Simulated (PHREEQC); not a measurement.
A solution holds 0.24 mol/kgw CuCl2, 0.016 mol/kgw HNO3 and 0.013 mol/kgw FeCl3, at 47 °C. Closed to the air; pH follows from the charge balance.

Equilibrium calculation in PHREEQC: ion-association model, phreeqc.dat.

The pH comes out as 1.89 and the ionic strength comes out as 0.567 mol/kgw. The activity of water is 0.988 and the density is 1.020 g/cm³. The total alkalinity comes out as -42.0 meq/kg.

```json
[
 {"species": "Cl-", "molality": "0.397", "activity": "0.251", "log γ": "-0.200"},
 {"species": "Cu+2", "molality": "0.139", "activity": "0.0318", "log γ": "-0.640"},
 {"species": "CuCl+", "molality": "0.0926", "activity": "0.0585", "log γ": "-0.200"},
 {"species": "H+", "molality": "0.0172", "activity": "0.0129", "log γ": "-0.123"},
 {"species": "NO3-", "molality": "0.0160", "activity": "0.00945", "log γ": "-0.229"},
 {"species": "FeCl+2", "molality": "0.00880", "activity": "0.00171", "log γ": "-0.711"},
 {"species": "CuCl2", "molality": "0.00862", "activity": "0.00982", "log γ": "0.057"},
 {"species": "Fe+3", "molality": "0.00151", "activity": "0.000118", "log γ": "-1.108"},
 {"species": "FeCl2+", "molality": "0.00151", "activity": "0.00100", "log γ": "-0.178"},
 {"species": "FeOH+2", "molality": "0.00100", "activity": "0.000195", "log γ": "-0.711"},
 {"species": "Fe2(OH)2+4", "molality": "7.03e-5", "activity": "4.37e-7", "log γ": "-2.206"},
 {"species": "FeCl3", "molality": "2.20e-5", "activity": "2.51e-5", "log γ": "0.057"},
 {"species": "CuCl3-", "molality": "1.99e-5", "activity": "1.26e-5", "log γ": "-0.200"},
 {"species": "Fe(OH)2+", "molality": "1.58e-5", "activity": "1.07e-5", "log γ": "-0.170"},
 {"species": "Fe3(OH)4+5", "molality": "4.14e-7", "activity": "1.48e-10", "log γ": "-3.447"}
]
```

This is a speciation only: nothing precipitates in the calculation. The solution is supersaturated, for example in Hematite (slow to form), Goethite (slow to form), so a real one may precipitate; this is no full list. Species that the database lacks are ignored. Constants without temperature data keep their 25 °C values here.
